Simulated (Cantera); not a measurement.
Cantera run:

```python
import numpy as np
import cantera as ct

gas_names = """
    C CH CH2 CH3 CH2OH CH3O CH4 CH3OH CO CO2 COOH C2 C2H CHCO,ketyl C2H2,acetylene C2H2,vinylidene
    CH2CO,ketene C2H3,vinyl CH3CO,acetyl C2H4 C2H4O,ethylen CH3CHO,ethanal CH3COOH (HCOOH)2 C2H5 C2H6
    CH3OCH3 C2H5OH C2O C3 C3H3,propargyl C3H4,allene C3H4,propyne C3H4,cyclo- C3H5,allyl C3H6,propylene
    C3H6,cyclo- C3H6O C3H7,n-propyl C3H7,i-propyl C3H8 C3H8O,1propanol C3H8O,2propanol C3O2 C4 C4H2
    C4H4,1,3-cyclo- C4H6,butadiene C4H6,2-butyne C4H6,cyclo- C4H8,1-butene C4H8,cis2-buten
    C4H8,tr2-butene C4H8,isobutene C4H8,cyclo- (CH3COOH)2 C4H9,n-butyl C4H9,i-butyl C4H9,s-butyl
    C4H9,t-butyl C4H10,isobutane C4H10,n-butane C5 C5H6,1,3cyclo- C5H8,cyclo- C5H10,1-pentene
    C5H10,cyclo- C5H11,pentyl C5H11,t-pentyl C5H12,n-pentane C5H12,i-pentane CH3C(CH3)2CH3 C6H2
    C6H5,phenyl C6H5O,phenoxy C6H6 C6H5OH,phenol C6H10,cyclo- C6H12,1-hexene C6H12,cyclo- C6H13,n-hexyl
    C7H7,benzyl C7H8 C7H8O,cresol C7H14,1-heptene C7H15,n-heptyl C7H16,n-heptane C8H8,styrene
    C8H10,ethylbenz C8H16,1-octene C8H17,n-octyl C8H18,isooctane C8H18,n-octane C9H19,n-nonyl
    C10H8,naphthale C10H21,n-decyl C12H9,o-bipheny C12H10,bipheny H HCO HO2 H2 HCHO,formaldehy HCOOH H2O
    H2O2 Mg MgH MgO MgOH MgO2H2 Mg2 O OH O2 O3
""".split()
cond_names = """
    C(gr) C6H6(L) C7H8(L) C8H18(L),n-octa H2O(s) H2O(L) Mg(cr) Mg(L) MgCO3(s) MgO(s) MgO(L) MgO2H2(s)
""".split()


def load(file, names, dense=False):
    # The tables refer to 1 bar. Condensed volumes are neglected.
    table = {s.name: s for s in ct.Species.list_from_file(file)}
    out = []
    for n in names:
        d = dict(table[n].input_data)
        d["thermo"] = dict(d["thermo"], **{"reference-pressure": 1e5})
        if dense:
            d["equation-of-state"] = {"model": "constant-volume", "density": "1e6 g/cm^3"}
        out.append(ct.Species.from_dict(d))
    return out


gas = ct.Solution(thermo="ideal-gas", species=load("nasa_gas.yaml", gas_names))
cond = {s.name: ct.Solution(thermo="fixed-stoichiometry", species=[s], name=s.name)
        for s in load("nasa_condensed.yaml", cond_names, dense=True)}
atoms = {
    'Mg(OH)2': {'Mg': 1, 'O': 2, 'H': 2},
    'CO2': {'C': 1, 'O': 2},
}
top_T = {'C(gr)': 4500}  # K; cautious upper limits of use, not melting points


def equilibrate(T, P, feed):
    n = {}
    for name, mol in feed.items():
        for a, k in atoms[name].items():
            n[a] = n.get(a, 0.0) + k * mol
    gas.TPX = T, P, n
    mass = sum(n.values()) * gas.mean_molecular_weight
    gas.equilibrate("TP")
    valid = [c for c in cond.values() if c.min_temp <= T <= top_T.get(c.name, c.max_temp)]
    mix = ct.Mixture([(gas, mass / gas.mean_molecular_weight)] + [(c, 0.0) for c in valid])
    mix.T, mix.P = T, P
    mix.equilibrate("TP", solver="vcs", rtol=1e-11, max_steps=5000)
    return mix


results = []
feed = {'Mg(OH)2': 1, 'CO2': 3.4}  # mol
P = 13332.2  # Pa
for T in [1323, 1473, 1623, 1773, 1923, 2073, 2223]:
    mix = equilibrate(T, P, feed)
    results.append((T, P, feed, dict(zip(mix.species_names, mix.species_moles))))

top = {s: max(r[3][s] / sum(r[3][g] for g in gas_names) for r in results) for s in gas_names}
cols = sorted((s for s in top if top[s] > 1e-06), key=lambda s: -top[s])[:5]
seen = [c for c in cond_names if any(r[3].get(c, 0) > 1e-12 for r in results)]
print("log10 of partial pressures in bar; condensed amounts in mol")
print(f"{'T/K':>10s}" + "".join(f"{s[:9]:>10s}" for s in cols + seen))
for T, P, feed, n in results:
    ng = sum(n[g] for g in gas_names)
    print(f"{T:10.4g}" + "".join(f"{np.log10(max(n[s] / ng * P / 1e5, 1e-99)):10.3f}" for s in cols)
          + "".join(f"{n.get(c, 0):10.4g}" for c in seen))
```

Result:

```
log10 of partial pressures in bar; condensed amounts in mol
       T/K       CO2       H2O        CO        O2        OH    MgO(s)
      1323    -0.987    -1.519    -4.988    -5.235    -6.264         1
      1473    -0.987    -1.519    -4.230    -4.494    -5.424         1
      1623    -0.989    -1.519    -3.614    -3.891    -4.740         1
      1773    -0.992    -1.521    -3.106    -3.392    -4.173         1
      1923    -1.000    -1.526    -2.682    -2.975    -3.696         1
      2073    -1.017    -1.536    -2.327    -2.627    -3.294    0.9999
      2223    -1.048    -1.555    -2.031    -2.339    -2.955    0.9995
```

These are equilibrium values from Cantera (NASA tables, ideal gas, pure condensed phases), not measurements of a reactor.
